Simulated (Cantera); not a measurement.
## Adiabatic ignition

An adiabatic, constant-pressure homogeneous reactor starts with 7.78 % CH4, 2.88 % H2, 18.7 % O2, 70.6 % N2, equivalence ratio 0.91, at 1775 K and 0.730 bar.

Detailed kinetics in Cantera: GRI-Mech 3.0 (53 species, 325 reactions).

```
t (s)     T (K)   x CH4    x H2    x O2     x H2O     x CO2
--------  -----  ------  ------  ------  --------  --------
7.00e-6    1775  0.0777  0.0288   0.187   2.23e-5   4.82e-9
1.49e-5    1775  0.0776  0.0288   0.187   9.12e-5   6.04e-8
3.18e-5    1775  0.0770  0.0287   0.187  0.000540   1.43e-6
6.79e-5    1804  0.0675  0.0294   0.180   0.00867  0.000147
0.000145   2588  <1e-12  0.0240  0.0387     0.124    0.0327
0.000309   2732  <1e-12  0.0208  0.0360     0.134    0.0362
0.000658   2793  <1e-12  0.0193  0.0339     0.138    0.0380
0.00140    2793  <1e-12  0.0193  0.0323     0.139    0.0381
0.00299    2789  <1e-12  0.0195  0.0308     0.139    0.0380
0.00638    2788  <1e-12  0.0195  0.0303     0.139    0.0380
0.0136     2788  <1e-12  0.0195  0.0303     0.139    0.0380
0.0290     2788  <1e-12  0.0195  0.0303     0.139    0.0380
0.0619     2788  <1e-12  0.0195  0.0303     0.139    0.0380
0.132      2788  <1e-12  0.0195  0.0303     0.139    0.0380
0.281      2788  <1e-12  0.0195  0.0303     0.139    0.0380
0.600      2788  <1e-12  0.0195  0.0303     0.139    0.0380
```
x: mole fraction; the columns are a selection and need not sum to one.

```
Item                                                              Result
---------------------------------  -------------------------------------
time of steepest temperature rise                                93.7 µs
temperature at 0.600 s                                            2788 K
equilibrium temperature                                           2788 K
x(CH4) at 0.600 s                  <1e-12 (gas-phase equilibrium <1e-12)
x(H2) at 0.600 s                   0.0195 (gas-phase equilibrium 0.0195)
x(O2) at 0.600 s                   0.0303 (gas-phase equilibrium 0.0303)
```
